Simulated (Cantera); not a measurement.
Cantera run:

```python
import numpy as np
import cantera as ct

gas_names = """
    CL CL2 H HCL H2 Si SiCL SiCL2 SiCL3 SiCL4 SiH SiHCL3 SiH2 SiH2CL2 SiH3 SiH3CL SiH4 Si2 Si3
""".split()
cond_names = """
    Si(cr) Si(L)
""".split()


# ... load() reads the species with a 1 bar reference pressure and builds the phases ...
atoms = {
    'Si': {'Si': 1},
    'HCl': {'H': 1, 'CL': 1},
    'H2': {'H': 2},
}
top_T = {}  # K; cautious upper limits of use, not melting points


# ... equilibrate(T, P, feed) seeds the gas with the atoms and calls Mixture.equilibrate('TP', solver="vcs", rtol=1e-11, max_steps=5000) ...
results = []
feed = {'Si': 1, 'HCl': 0.82, 'H2': 7}  # mol
T = 1600  # K
P = 13332.2  # Pa
mix = equilibrate(T, P, feed)
results.append((T, P, feed, dict(zip(mix.species_names, mix.species_moles))))
print(gas.report(threshold=1e-06))
for i in range(1, mix.n_phases):
    print(f"{mix.phase(i).name:16s} {mix.phase_moles(i):12.5e} mol")
```

Result:

```
       temperature   1600 K
          pressure   13332 Pa
           density   0.0061532 kg/m^3
  mean mol. weight   6.1397 kg/kmol
   phase of matter   gas

                          1 kg             1 kmol
                     ---------------   ---------------
          enthalpy        5.0238e+06        3.0845e+07  J
   internal energy        2.8571e+06        1.7542e+07  J
           entropy             33891        2.0808e+05  J/K
    Gibbs function       -4.9201e+07       -3.0208e+08  J
 heat capacity c_p            5430.7             33343  J/K
 heat capacity c_v            4076.5             25028  J/K

                      mass frac. Y      mole frac. X     chem. pot. / RT
                     ---------------   ---------------   ---------------
                CL        4.8217e-05        8.3509e-06           -26.796
                 H         2.337e-05        0.00014235           -10.449
               HCL           0.40253          0.067789           -37.245
                H2           0.30008           0.91391           -20.898
              SiCL        6.4337e-05        6.2173e-06           -31.543
             SiCL2           0.27945          0.017333           -58.339
             SiCL3          0.013411        0.00061249           -85.134
             SiCL4         0.0014752        5.3313e-05           -111.93
            SiHCL3         0.0022895        0.00010378           -95.583
              SiH2        2.2428e-05        4.5747e-06           -25.645
           SiH2CL2        0.00055504         3.374e-05           -79.236
            SiH3CL        3.5528e-05        3.2773e-06            -62.89
     [   +7 minor]        6.7441e-06        1.4309e-06

Si(cr)            8.58109e-01 mol
```

Method: chemical equilibrium by Gibbs-energy minimisation in Cantera with the NASA 1993 tables (ideal gas, pure condensed phases). The tables' values for SiCl3 are old estimates; treat these amounts as uncertain.
